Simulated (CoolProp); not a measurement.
Vapour-liquid equilibrium of R125 (1) + R152A (2) at 0.032 MPa; x and y are mole fractions of (1).

Model: multi-fluid Helmholtz-energy mixture model, Lemmon 2005 and Outcalt 1996; pair parameters Bell 2016, in CoolProp.

```json
[
 {"x": "0.05", "bubble temperature, mixture model (°C)": "-49.4", "bubble temperature, Raoult's law (°C)": "-49.2", "y, mixture model": "0.154", "y, Raoult's law": "0.150"},
 {"x": "0.2", "bubble temperature, mixture model (°C)": "-54.2", "bubble temperature, Raoult's law (°C)": "-54.2", "y, mixture model": "0.453", "y, Raoult's law": "0.464"},
 {"x": "0.35", "bubble temperature, mixture model (°C)": "-57.8", "bubble temperature, Raoult's law (°C)": "-58.2", "y, mixture model": "0.638", "y, Raoult's law": "0.658"},
 {"x": "0.5", "bubble temperature, mixture model (°C)": "-60.8", "bubble temperature, Raoult's law (°C)": "-61.4", "y, mixture model": "0.769", "y, Raoult's law": "0.785"},
 {"x": "0.65", "bubble temperature, mixture model (°C)": "-63.6", "bubble temperature, Raoult's law (°C)": "-64.1", "y, mixture model": "0.867", "y, Raoult's law": "0.874"},
 {"x": "0.8", "bubble temperature, mixture model (°C)": "-66.1", "bubble temperature, Raoult's law (°C)": "-66.4", "y, mixture model": "0.939", "y, Raoult's law": "0.938"},
 {"x": "0.95", "bubble temperature, mixture model (°C)": "-68.3", "bubble temperature, Raoult's law (°C)": "-68.4", "y, mixture model": "0.988", "y, Raoult's law": "0.987"}
]
```

The largest gap from Raoult's law is +0.6 K in bubble temperature, at x = 0.5. No azeotrope shows between x = 0.05 and 0.95.

Pair parameters are fitted to limited data, so mixtures are less certain than the pure fluids. The gap from Raoult's law changes sign with composition, which may be real or a fault of the pair parameters; it wasn't checked against measurements.
